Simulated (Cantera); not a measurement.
Thermodynamics of hydrogen reduction and annealing atmospheres, feed Cu2O + H2

Feed: 1 mol Cu2O, 71 mol H2, at 2173 K.

Method: chemical equilibrium by Gibbs-energy minimisation in Cantera with the NASA 1993 tables (ideal gas, pure condensed phases). Candidate condensed phases: Cu, CuO, Cu(OH)2, Cu2O, H2O; 12 gas species. Kinetics and transport are ignored.

```
P (Pa)    x H2      x H     x Cu    x H2O  n Cu(l)
-------  -----  -------  -------  -------  -------
10       0.595    0.372   0.0223  0.00994        0
52       0.776    0.186   0.0248   0.0120        0
270      0.874   0.0868   0.0262   0.0129        0
1400     0.921   0.0391   0.0269   0.0134        0
7200     0.942   0.0175   0.0271   0.0135        0
37000    0.951  0.00774   0.0271   0.0136        0
190000   0.973  0.00345  0.00991   0.0139     1.28
1000000  0.983  0.00151  0.00188   0.0140     1.86
```
x: gas mole fraction; n: condensed amount in mol.

From 0.0750 Torr to 278 Torr nothing is condensed. From 1430 Torr to 7500 Torr the condensed part is Cu(l). The main Cu-bearing gas is Cu throughout.
